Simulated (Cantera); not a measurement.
A closed system holds: 1 mol TiC, 0.0043 mol C, 0.78 mol H2, 0.0026 mol O2, at 97000 Pa.

Method: chemical equilibrium by Gibbs-energy minimisation in Cantera with the NASA 1993 tables (ideal gas, pure condensed phases). Candidate condensed phases: C, C6H6, C7H8, C8H18, H2O, Ti, TiC, TiO, TiO2, Ti2O3, Ti3O5, Ti4O7; 113 gas species. Mutual solubility and eutectic melting of coexisting phases are not modelled. TiC, TiO: taken at fixed stoichiometry. Condensed phases not in the tables: solid solutions among these carbides, nitrides and lower oxides. The numbers say what is thermodynamically allowed, not how fast it happens.

Task: At 1925 K, list the 4 most abundant gas species with their mole fractions, and the condensed phases.

Result: H2 0.993, CO 0.00599, H 0.000967, H2O 0.000121. Condensed: TiC(s) + TiO(s).
